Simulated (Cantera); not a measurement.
A Cantera script and what it prints.

```python
import numpy as np
import cantera as ct

gas_names = """
    C CH CH2 CH3 CH2OH CH3O CH4 CH3OH CN CO CO2 COOH C2 C2H CHCO,ketyl C2H2,acetylene C2H2,vinylidene
    CH2CO,ketene C2H3,vinyl CH3CN CH3CO,acetyl C2H4 C2H4O,ethylen CH3CHO,ethanal CH3COOH (HCOOH)2 C2H5
    C2H6 CH3OCH3 C2H5OH CCN CNC C2N2 C2O C3 C3H3,propargyl C3H4,allene C3H4,propyne C3H4,cyclo-
    C3H5,allyl C3H6,propylene C3H6,cyclo- C3H6O C3H7,n-propyl C3H7,i-propyl C3H8 C3H8O,1propanol
    C3H8O,2propanol C3O2 C4 C4H2 C4H4,1,3-cyclo- C4H6,butadiene C4H6,2-butyne C4H6,cyclo- C4H8,1-butene
    C4H8,cis2-buten C4H8,tr2-butene C4H8,isobutene C4H8,cyclo- (CH3COOH)2 C4H9,n-butyl C4H9,i-butyl
    C4H9,s-butyl C4H9,t-butyl C4H10,isobutane C4H10,n-butane C4N2 C5 C5H6,1,3cyclo- C5H8,cyclo-
    C5H10,1-pentene C5H10,cyclo- C5H11,pentyl C5H11,t-pentyl C5H12,n-pentane C5H12,i-pentane
    CH3C(CH3)2CH3 C6H2 C6H5,phenyl C6H5O,phenoxy C6H6 C6H5OH,phenol C6H10,cyclo- C6H12,1-hexene
    C6H12,cyclo- C6H13,n-hexyl C7H7,benzyl C7H8 C7H8O,cresol C7H14,1-heptene C7H15,n-heptyl
    C7H16,n-heptane C8H8,styrene C8H10,ethylbenz C8H16,1-octene C8H17,n-octyl C8H18,isooctane
    C8H18,n-octane C9H19,n-nonyl C10H8,naphthale C10H21,n-decyl C12H9,o-bipheny C12H10,bipheny H HCN HCO
    HCCN HNC HNCO HNO HNO2 HNO3 HO2 H2 HCHO,formaldehy HCOOH H2O H2O2 N NCO NH NH2 NH3 NH2OH NO NO2 NO3
    N2 N2H2 N2H4 N2O O OH O2 O3
""".split()
cond_names = """
    C(gr) C6H6(L) C7H8(L) C8H18(L),n-octa H2O(s) H2O(L)
""".split()


def load(file, names, dense=False):
    # The tables refer to 1 bar. Condensed volumes are neglected.
    table = {s.name: s for s in ct.Species.list_from_file(file)}
    out = []
    for n in names:
        d = dict(table[n].input_data)
        d["thermo"] = dict(d["thermo"], **{"reference-pressure": 1e5})
        if dense:
            d["equation-of-state"] = {"model": "constant-volume", "density": "1e6 g/cm^3"}
        out.append(ct.Species.from_dict(d))
    return out


gas = ct.Solution(thermo="ideal-gas", species=load("nasa_gas.yaml", gas_names))
cond = {s.name: ct.Solution(thermo="fixed-stoichiometry", species=[s], name=s.name)
        for s in load("nasa_condensed.yaml", cond_names, dense=True)}
atoms = {
    'C2H5OH': {'C': 2, 'H': 6, 'O': 1},
    'H2': {'H': 2},
    'N2': {'N': 2},
}
top_T = {'C(gr)': 4500}  # K; cautious upper limits of use, not melting points


def equilibrate(T, P, feed):
    n = {}
    for name, mol in feed.items():
        for a, k in atoms[name].items():
            n[a] = n.get(a, 0.0) + k * mol
    gas.TPX = T, P, n
    mass = sum(n.values()) * gas.mean_molecular_weight
    gas.equilibrate("TP")
    valid = [c for c in cond.values() if c.min_temp <= T <= top_T.get(c.name, c.max_temp)]
    mix = ct.Mixture([(gas, mass / gas.mean_molecular_weight)] + [(c, 0.0) for c in valid])
    mix.T, mix.P = T, P
    mix.equilibrate("TP", solver="vcs", rtol=1e-11, max_steps=5000)
    return mix


results = []
T = 2948.15  # K
P = 10000  # Pa
for m in [1.1, 1.3, 1.7, 2.1, 2.6, 3.3, 4.1, 5.2, 6.5, 8.1, 10]:
    feed = {'C2H5OH': 1, 'H2': 3.7, 'N2': m}  # mol
    mix = equilibrate(T, P, feed)
    results.append((T, P, feed, dict(zip(mix.species_names, mix.species_moles))))
    x = sorted(zip(gas.X, gas.species_names), reverse=True)
    print(f"T = {T:g} K  P = {P:g} Pa  n(N2) = {m:g} mol  gas = {mix.phase_moles(0):.4g} mol")
    print("   x: " + "  ".join(f"{s} {v:.3e}" for v, s in x if v > 0.0001))
    print("   condensed (mol): " + ("  ".join(f"{mix.phase(i).name} {mix.phase_moles(i):.4g}"
          for i in range(1, mix.n_phases) if mix.phase_moles(i) > 1e-12) or "none"))
```

Result:

```
T = 2948.15 K  P = 10000 Pa  n(N2) = 1.1 mol  gas = 10.33 mol
   x: H2 4.611e-01  H 2.883e-01  CO 9.679e-02  N2 8.534e-02  HCN 3.392e-02  C2H2,acetylene 2.159e-02  HNC 6.139e-03  C2H 2.151e-03  CN 2.082e-03  C3 1.461e-03  C4H2 4.217e-04  C 2.874e-04  C2 1.568e-04
   condensed (mol): none
T = 2948.15 K  P = 10000 Pa  n(N2) = 1.3 mol  gas = 10.54 mol
   x: H2 4.504e-01  H 2.850e-01  N2 1.011e-01  CO 9.484e-02  HCN 3.555e-02  C2H2,acetylene 2.001e-02  HNC 6.434e-03  CN 2.208e-03  C2H 2.018e-03  C3 1.350e-03  C4H2 3.709e-04  C 2.799e-04  C2 1.488e-04
   condensed (mol): none
T = 2948.15 K  P = 10000 Pa  n(N2) = 1.7 mol  gas = 10.97 mol
   x: H2 4.305e-01  H 2.786e-01  N2 1.314e-01  CO 9.117e-02  HCN 3.781e-02  C2H2,acetylene 1.742e-02  HNC 6.843e-03  CN 2.402e-03  C2H 1.797e-03  C3 1.174e-03  C4H2 2.941e-04  C 2.672e-04  C2 1.355e-04
   condensed (mol): none
T = 2948.15 K  P = 10000 Pa  n(N2) = 2.1 mol  gas = 11.39 mol
   x: H2 4.121e-01  H 2.726e-01  N2 1.598e-01  CO 8.777e-02  HCN 3.917e-02  C2H2,acetylene 1.537e-02  HNC 7.089e-03  CN 2.543e-03  C2H 1.620e-03  C3 1.038e-03  C 2.564e-04  C4H2 2.390e-04  C2 1.248e-04
   condensed (mol): none
T = 2948.15 K  P = 10000 Pa  n(N2) = 2.6 mol  gas = 11.92 mol
   x: H2 3.912e-01  H 2.656e-01  N2 1.930e-01  CO 8.387e-02  HCN 4.007e-02  C2H2,acetylene 1.332e-02  HNC 7.252e-03  CN 2.671e-03  C2H 1.441e-03  C3 9.060e-04  C 2.451e-04  C4H2 1.893e-04  C2 1.140e-04
   condensed (mol): none
T = 2948.15 K  P = 10000 Pa  n(N2) = 3.3 mol  gas = 12.66 mol
   x: H2 3.649e-01  H 2.565e-01  N2 2.352e-01  CO 7.896e-02  HCN 4.043e-02  C2H2,acetylene 1.113e-02  HNC 7.317e-03  CN 2.790e-03  C2H 1.246e-03  C3 7.673e-04  C 2.319e-04  C4H2 1.415e-04  C2 1.021e-04  C2N2 1.017e-04
   condensed (mol): none
T = 2948.15 K  P = 10000 Pa  n(N2) = 4.1 mol  gas = 13.51 mol
   x: H2 3.387e-01  N2 2.783e-01  H 2.471e-01  CO 7.402e-02  HCN 4.010e-02  C2H2,acetylene 9.253e-03  HNC 7.257e-03  CN 2.872e-03  C2H 1.076e-03  C3 6.507e-04  C 2.195e-04  C2N2 1.078e-04  C4H2 1.054e-04
   condensed (mol): none
T = 2948.15 K  P = 10000 Pa  n(N2) = 5.2 mol  gas = 14.67 mol
   x: N2 3.299e-01  H2 3.079e-01  H 2.356e-01  CO 6.817e-02  HCN 3.900e-02  C2H2,acetylene 7.384e-03  HNC 7.059e-03  CN 2.930e-03  C2H 9.004e-04  C3 5.352e-04  C 2.056e-04  C2N2 1.122e-04
   condensed (mol): none
T = 2948.15 K  P = 10000 Pa  n(N2) = 6.5 mol  gas = 16.04 mol
   x: N2 3.817e-01  H2 2.776e-01  H 2.237e-01  CO 6.236e-02  HCN 3.731e-02  HNC 6.752e-03  C2H2,acetylene 5.838e-03  CN 2.951e-03  C2H 7.497e-04  C3 4.395e-04  C 1.926e-04  C2N2 1.139e-04
   condensed (mol): none
T = 2948.15 K  P = 10000 Pa  n(N2) = 8.1 mol  gas = 17.71 mol
   x: N2 4.350e-01  H2 2.471e-01  H 2.111e-01  CO 5.646e-02  HCN 3.507e-02  HNC 6.347e-03  C2H2,acetylene 4.527e-03  CN 2.941e-03  C2H 6.162e-04  C3 3.574e-04  C 1.797e-04  C2N2 1.131e-04
   condensed (mol): none
T = 2948.15 K  P = 10000 Pa  n(N2) = 10 mol  gas = 19.7 mol
   x: N2 4.869e-01  H2 2.180e-01  H 1.983e-01  CO 5.077e-02  HCN 3.251e-02  HNC 5.884e-03  C2H2,acetylene 3.475e-03  CN 2.902e-03  C2H 5.036e-04  C3 2.900e-04  C 1.677e-04  C2N2 1.101e-04
   condensed (mol): none
```

Cantera equilibrium calculation (NASA polynomials, part measured and part estimated; ideal gas, pure solids and liquids).
